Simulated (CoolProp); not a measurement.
Vapour-liquid equilibrium of R227EA (1) + isobutene (2) at -55.25 °C; x and y are mole fractions of (1).

Computed with CoolProp (multi-fluid Helmholtz-energy mixture model, Lemmon 2016 and Lemmon 2005; pair parameters Bell 2016).

```json
[
 {"x": "0.05", "bubble pressure, mixture model (MPa)": "0.01204", "bubble pressure, Raoult's law (MPa)": "0.009537", "y, mixture model": "___", "y, Raoult's law": "0.068"},
 {"x": "0.2", "bubble pressure, mixture model (MPa)": "0.01557", "bubble pressure, Raoult's law (MPa)": "0.01009", "y, mixture model": "0.479", "y, Raoult's law": "0.258"},
 {"x": "0.35", "bubble pressure, mixture model (MPa)": "___", "bubble pressure, Raoult's law (MPa)": "0.01064", "y, mixture model": "0.534", "y, Raoult's law": "0.429"},
 {"x": "0.5", "bubble pressure, mixture model (MPa)": "0.01668", "bubble pressure, Raoult's law (MPa)": "0.01119", "y, mixture model": "0.561", "y, Raoult's law": "0.582"},
 {"x": "0.65", "bubble pressure, mixture model (MPa)": "___", "bubble pressure, Raoult's law (MPa)": "0.01174", "y, mixture model": "___", "y, Raoult's law": "0.721"},
 {"x": "0.8", "bubble pressure, mixture model (MPa)": "___", "bubble pressure, Raoult's law (MPa)": "0.01230", "y, mixture model": "0.681", "y, Raoult's law": "0.848"},
 {"x": "0.95", "bubble pressure, mixture model (MPa)": "0.01418", "bubble pressure, Raoult's law (MPa)": "0.01285", "y, mixture model": "0.876", "y, Raoult's law": "0.964"}
]
```

**Question.** Some entries are withheld; supply them.

**Answer.** 
- 0.05, y, mixture model: 0.257
- 0.35, bubble pressure, mixture model (MPa): 0.01644
- 0.65, bubble pressure, mixture model (MPa): 0.01667
- 0.65, y, mixture model: 0.599
- 0.8, bubble pressure, mixture model (MPa): 0.01611

The largest gap from Raoult's law is +54.5 % in bubble pressure, at x = 0.35. y crosses x between x = 0.5 and 0.65: the model has an azeotrope there.

The pair parameters rest on a limited set of measurements; away from them the model extrapolates. With so large a gap from Raoult's law the liquid may split in two, which this calculation doesn't test in full.
